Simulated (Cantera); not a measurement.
An adiabatic, constant-volume homogeneous reactor starts with 1.95 % C3H8, 20.3 % O2, 76.5 % N2, 1.23 % CO2, at 1498 K and 1.50 bar.

Detailed kinetics in Cantera: GRI-Mech 3.0 (53 species, 325 reactions). GRI-Mech 3.0 was tuned for natural gas; its chemistry of propane as a main component is partial and can be far from experiment.

One state of this run: T (K) = 2577; P (bar) = 2.65; x C3H8 = <1e-12; x O2 = 0.0937; x NO = 0.0170; x C2H2 = <1e-12; x CH2 = <1e-12. x: mole fraction; the columns are a selection and need not sum to one.

Question: Which value of t (s) does it belong to?
A. 9.25e-6
B. 4.28e-5
C. 2.00e-6
D. 0.420

Answer: D, 0.420
